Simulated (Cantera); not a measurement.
An isothermal, constant-pressure homogeneous reactor starts with CO : O₂ : H₂O : N₂ = 0.017 : 0.0041 : 0.029 : 1 (molar parts), equivalence ratio 2.1, at 1200 K and 0.410 bar. Integrator tolerance rtol = 1e-08.

Computed with Cantera and GRI-Mech 3.0 (53 species, 325 reactions).

**Question.** What does this change do: temperature 1200 to 1048 K?

**Answer.** 
```csv
quantity,before,after
x(CO) at 3.00 s,0.00362 (gas-phase equilibrium 0.00362),0.00331 (gas-phase equilibrium 0.00284)
x(O₂) at 3.00 s,6.05e-10 (gas-phase equilibrium <1e-12),1.62e-10 (gas-phase equilibrium <1e-12)
x(H₂O) at 3.00 s,0.0229 (gas-phase equilibrium 0.0229),0.0226 (gas-phase equilibrium 0.0222)
x(N₂O) at 3.00 s,2.81e-10 (gas-phase equilibrium <1e-12),1.80e-10 (gas-phase equilibrium <1e-12)
x(HO₂) at 3.00 s,<1e-12 (gas-phase equilibrium <1e-12),<1e-12 (gas-phase equilibrium <1e-12)
x(H₂) at 3.00 s,0.00479 (gas-phase equilibrium 0.00479),0.00510 (gas-phase equilibrium 0.00557)
x(H) at 3.00 s,5.20e-6 (gas-phase equilibrium 2.15e-8),3.86e-6 (gas-phase equilibrium 9.07e-10)
```

**Question.** What does this change do: pressure from 0.410 bar to 5.00 bar?

**Answer.** 
```csv
quantity,before,after
x(CO) at 3.00 s,0.00362 (gas-phase equilibrium 0.00362),0.00459 (gas-phase equilibrium 0.00362)
x(O₂) at 3.00 s,6.05e-10 (gas-phase equilibrium <1e-12),3.64e-11 (gas-phase equilibrium <1e-12)
x(H₂O) at 3.00 s,0.0229 (gas-phase equilibrium 0.0229),0.0239 (gas-phase equilibrium 0.0229)
x(N₂O) at 3.00 s,2.81e-10 (gas-phase equilibrium <1e-12),2.13e-11 (gas-phase equilibrium <1e-12)
x(HO₂) at 3.00 s,<1e-12 (gas-phase equilibrium <1e-12),<1e-12 (gas-phase equilibrium <1e-12)
x(H₂) at 3.00 s,0.00479 (gas-phase equilibrium 0.00479),0.00382 (gas-phase equilibrium 0.00479)
x(H) at 3.00 s,5.20e-6 (gas-phase equilibrium 2.15e-8),3.61e-8 (gas-phase equilibrium 6.15e-9)
```
